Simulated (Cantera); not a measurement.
**Silicon carbide growth: (CH3)2SiCl2 + HCl + H2 + CH4**

A closed system holds: 1 mol (CH3)2SiCl2, 2.7 mol HCl, 2.9 mol H2, 0.21 mol CH4, equilibrated at 0.260 bar.

Method: chemical equilibrium by Gibbs-energy minimisation in Cantera with the NASA 1993 tables (ideal gas, pure condensed phases). Candidate condensed phases: C, C6H6, C7H8, C8H18, Si, SiC; 109 gas species. The feed counts by its element totals alone. The tables' values for SiCl3, SiCl are old estimates; treat these amounts as uncertain. The numbers say what is thermodynamically allowed, not how fast it happens.

From 1375 K to 2025 K the condensed part is C(graphite) + SiC(s). The main Si-bearing gas is SiCl4 at 1375 K and SiCl2 at 2025 K. The share of Si in condensed phases is highest at 1575 K (79.5 %) and lowest at 2025 K (60.8 %).

```
T (K)   x H2  x HCl  x SiCl2   x SiCl4  x SiCl3       x H  n C(graphite)  n SiC(s)
-----  -----  -----  -------  --------  -------  --------  -------------  --------
1375   0.606  0.360  0.00265    0.0245  0.00375   5.23e-6           1.53     0.673
1425   0.589  0.382  0.00401    0.0175  0.00422   1.03e-5           1.48     0.727
1475   0.577  0.399  0.00572    0.0120  0.00449   1.93e-5           1.44     0.764
1525   0.569  0.410  0.00775   0.00798  0.00456   3.50e-5           1.42     0.786
1575   0.563  0.416   0.0100   0.00520  0.00446   6.12e-5           1.41     0.795
1625   0.560  0.419   0.0125   0.00334  0.00425  0.000104           1.42     0.792
1675   0.559  0.419   0.0152   0.00215  0.00396  0.000170           1.43     0.782
1725   0.559  0.417   0.0180   0.00138  0.00365  0.000272           1.44     0.766
1775   0.560  0.414   0.0210  0.000898  0.00334  0.000425           1.46     0.745
1825   0.562  0.409   0.0240  0.000589  0.00303  0.000647           1.49     0.721
1875   0.563  0.404   0.0272  0.000391  0.00275  0.000965           1.51     0.695
1925   0.565  0.399   0.0303  0.000263  0.00248   0.00141           1.54     0.667
1975   0.567  0.393   0.0335  0.000179  0.00224   0.00202           1.56     0.638
2025   0.569  0.387   0.0367  0.000123  0.00202   0.00285           1.59     0.608
```
x: gas mole fraction; n: condensed amount in mol.
